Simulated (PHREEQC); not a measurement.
## Copper plating or etch bath

A solution holds 1.4 mmol/kgw CuCl2, 0.56 mmol/kgw HNO3 and 5.4 mmol/kgw NaCl, at 25 °C. Closed to the air; pH follows from the charge balance.

All values are PHREEQC results (ion-association model, wateq4f.dat), not measurements.

Each row changes one thing in this solution. This is a speciation only: nothing precipitates in the calculation.

```json
[
 {"case": "as made", "pH": "3.29", "SI of Halite (NaCl)": "-6.03"},
 {"case": "diluted 5-fold with water", "pH": "3.97", "SI of Halite (NaCl)": "-7.38"},
 {"case": "0.00069 mol/kgw Na3PO4 added", "pH": "6.50", "SI of Halite (NaCl)": "-5.89"},
 {"case": "HNO3 left out", "pH": "5.24", "SI of Halite (NaCl)": "-6.03"},
 {"case": "CuCl2 from 0.0014 to 0.00126 mol/kgw", "pH": "3.29", "SI of Halite (NaCl)": "-6.04"},
 {"case": "NaCl from 0.0054 to 0.00108 mol/kgw", "pH": "3.28", "SI of Halite (NaCl)": "-7.03"},
 {"case": "temperature from 25 to 85 °C", "pH": "3.30", "SI of Halite (NaCl)": "-6.16"},
 {"case": "CuCl2 left out", "pH": "3.28", "SI of Halite (NaCl)": "-6.19"},
 {"case": "diluted 2-fold with water", "pH": "3.58", "SI of Halite (NaCl)": "-6.60"}
]
```

Some of these states are supersaturated (in Atacamite, Cu3(PO4)2:3H2O, for instance). H3PO4, which wateq4f.dat lacks, is added to it with the constant of phreeqc.dat. Away from 25 °C the constants follow the database's enthalpies or fits; those with neither stay at their 25 °C values. The database has no phosphate complexes of Cu.
